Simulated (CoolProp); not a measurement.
Aqueous ethanol as a coolant, 17 % by mass, freezing at -8.8 °C, 1 atm.

Computed with CoolProp (Melinder's fits for secondary coolants).

| T (°C) | density (kg/m³) | conductivity (W/(m K)) | viscosity (mPa s) | Prandtl number |
|---|---|---|---|---|
| -4.9 | … | 0.459 | 6.15 | 59.1 |
| 0.7 | 978.3 | 0.465 | 4.51 | 42.7 |
| 6.3 | … | 0.470 | 3.42 | 31.9 |
| 11.9 | 975.6 | … | 2.68 | 24.6 |
| 17.4 | 973.8 | 0.482 | 2.17 | 19.6 |
| 23 | 971.7 | 0.487 | 1.79 | 15.9 |
| 28.6 | 969.3 | 0.493 | 1.50 | 13.1 |
| 34.2 | 966.6 | 0.498 | 1.27 | 11.0 |
| 39.7 | 963.8 | … | 1.09 | … |

Q: Some entries are withheld; supply them.

A: 
- -4.9, density (kg/m³): 979.1
- 6.3, density (kg/m³): 977.1
- 11.9, conductivity (W/(m K)): 0.476
- 39.7, conductivity (W/(m K)): 0.504
- 39.7, Prandtl number: 9.38
